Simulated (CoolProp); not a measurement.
A single-stage vapour-compression cycle with sulfur dioxide: evaporating at 318.15 K (dew point), condensing at 386.15 K (bubble point), superheat 10 K, subcooling 0 K, compressor efficiency 0.9, no pressure losses. Each further row changes one setting.

Values from CoolProp's reference Helmholtz-energy equation of state, Gao 2016.

```json
[
 {"case": "as stated", "cooling COP": "2.98", "pressure ratio": "4.93", "discharge temperature (K)": "466.3", "refrigerating effect (kJ/kg)": "236", "volumetric capacity (kJ/m³)": "4460"},
 {"case": "evaporating temperature 323.15 K", "cooling COP": "3.33", "pressure ratio": "4.28", "discharge temperature (K)": "459.4", "refrigerating effect (kJ/kg)": "238", "volumetric capacity (kJ/m³)": "(withheld)"},
 {"case": "condensing temperature 381.15 K", "cooling COP": "3.32", "pressure ratio": "4.47", "discharge temperature (K)": "(withheld)", "refrigerating effect (kJ/kg)": "245", "volumetric capacity (kJ/m³)": "4630"},
 {"case": "subcooling 5 K", "cooling COP": "3.10", "pressure ratio": "4.93", "discharge temperature (K)": "466.3", "refrigerating effect (kJ/kg)": "245", "volumetric capacity (kJ/m³)": "4630"},
 {"case": "superheat 20 K", "cooling COP": "2.95", "pressure ratio": "4.93", "discharge temperature (K)": "479.2", "refrigerating effect (kJ/kg)": "244", "volumetric capacity (kJ/m³)": "(withheld)"},
 {"case": "compressor efficiency 0.8", "cooling COP": "2.65", "pressure ratio": "4.93", "discharge temperature (K)": "(withheld)", "refrigerating effect (kJ/kg)": "236", "volumetric capacity (kJ/m³)": "4460"}
]
```

What belongs in the gaps?


- evaporating temperature 323.15 K, volumetric capacity (kJ/m³): 5150
- condensing temperature 381.15 K, discharge temperature (K): 456.6
- superheat 20 K, volumetric capacity (kJ/m³): 4420
- compressor efficiency 0.8, discharge temperature (K): 477.6
